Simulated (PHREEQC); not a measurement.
Make-up at 68 °C: 0.0028 mol CdCl2, 4.3e-05 mol ZnCl2, 0.0045 mol HCl and 0.0024 mol NaCl per kg of water. Closed to the air; pH follows from the charge balance.

All values are PHREEQC results (ion-association model, wateq4f.dat), not measurements.

This is a speciation only: nothing precipitates in the calculation.

Problem. Order these Cl species by the share of Cl that they hold, largest first: CdCl2, CdCl+, Cl-.

Solution. Cl- (90 %), CdCl+ (9.3 %), CdCl2 (0.78 %)

The pH is 2.39 and the ionic strength 0.0129 mol/kgw. Away from 25 °C the constants follow the database's enthalpies or fits; those with neither stay at their 25 °C values.
